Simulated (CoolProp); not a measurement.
Saturation properties of CH3F (R41) (Tc = 317.3 K, pc = 5.906 MPa, ω = 0.200).

Computed with CoolProp (reference Helmholtz-energy equation of state, Lemmon 2006). It is a short technical equation, of lower accuracy than the large ones.

```tsv
T (K)	p (MPa)	liquid density (kg/m³)	vapour density (kg/m³)	enthalpy of vaporisation (kJ/kg)	surface tension (mN/m)
157.5	0.007425	954.9	0.1946	535.0	21.5
172.6	0.02495	925.9	0.6027	516.7	19.0
187.7	?	895.8	1.521	497.3	16.6
202.7	0.1537	?	3.285	476.4	14.3
217.8	?	830.9	6.382	453.2	12.0
232.9	0.5690	794.9	11.42	426.9	9.75
248	0.9646	755.6	19.26	396.7	7.63
263.1	1.538	711.6	31.23	361.0	5.62
278.2	?	660.8	49.71	317.3	?
293.3	3.410	598.3	?	260.6	2.04
```

Complete the blanks.


- 187.7, p (MPa): 0.06742
- 202.7, liquid density (kg/m³): 864.4
- 217.8, p (MPa): 0.3106
- 278.2, p (MPa): 2.335
- 278.2, surface tension (mN/m): 3.75
- 293.3, vapour density (kg/m³): 79.89

It boils at 194.8 K under 1 atm.

Surface tension comes from a separate correlation (Mulero 2012).
